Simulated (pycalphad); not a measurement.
Computed with pycalphad from the COST 507 light-alloy database (1999), at 1 atm. No gas phase is included, though pure Mg would boil below 1650 K. The database dates from 1999; later assessments differ in places, in temperatures and in the compounds included. Kinetics are ignored, which matters at the lower temperatures.

Molar enthalpy of Al-1.84Mg-0.92Si (at.%) in equilibrium (SER reference):

```csv
T (K),H (kJ/mol),phases
1650,51.61,liquid
1550,48.44,liquid
1450,45.26,liquid
1350,42.09,liquid
1250,38.91,liquid
1150,35.74,liquid
1050,32.56,liquid
1000,30.97,liquid
950,29.39,liquid
850,15.58,fcc + MG2SI
800,13.73,fcc + MG2SI
750,12.01,fcc + MG2SI
650,8.85,fcc + MG2SI
550,5.96,fcc + MG2SI
450,3.25,fcc + MG2SI
350,0.68,fcc + MG2SI
```

Cooling from 950 K to 850 K, across the freezing range, releases 13.8 kJ/mol, or 512 J/g. The slope is 32 J/(mol K) in the liquid and 37 J/(mol K) just below the solidus, where it includes any heat of precipitation. Liquidus 920 K, solidus 857 K. Changes were sought between steps of 50 K, so a narrower field can be missed.

Database names, with the compositions (at.%) that they take in these runs: MG2SI: Mg 67 Si 33.
